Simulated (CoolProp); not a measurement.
Vapour-liquid equilibrium of cyclopentane (1) + octamethylcyclotetrasiloxane (D4) (2) at 100.05 °C; x and y are mole fractions of (1).

Model: multi-fluid Helmholtz-energy mixture model, Gedanitz 2015 and Thol 2015; pair parameters Bell 2016, in CoolProp.

Give the bubble pressure and the first vapour's composition at x = 0.05, 0.5, 0.575. Is there an azeotrope?

x = 0.05: 0.2178 bar, y = 0.613; x = 0.5: 1.735 bar, y = 0.973; x = 0.575: 2.057 bar, y = 0.981. No azeotrope shows between x = 0.05 and 0.95.

Pair parameters are fitted to limited data, so mixtures are less certain than the pure fluids.
